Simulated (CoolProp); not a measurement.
Aqueous ammonia as a coolant, 3 % by mass, freezing at -3.5 °C, 1 atm.

Model: Melinder's fits for secondary coolants, in CoolProp.

```csv
T (°C),density (kg/m³),Prandtl number,cp (kJ/(kg K)),conductivity (W/(m K))
-0.7,987.9,15.7,4.215,0.535
3.3,987.8,13.3,4.207,0.545
7.3,987.5,11.5,4.200,0.553
11.2,987.0,10.1,4.193,0.560
15.2,986.3,8.95,4.188,0.567
19.2,985.4,8.02,4.184,0.574
23.2,984.3,7.20,4.182,0.580
```
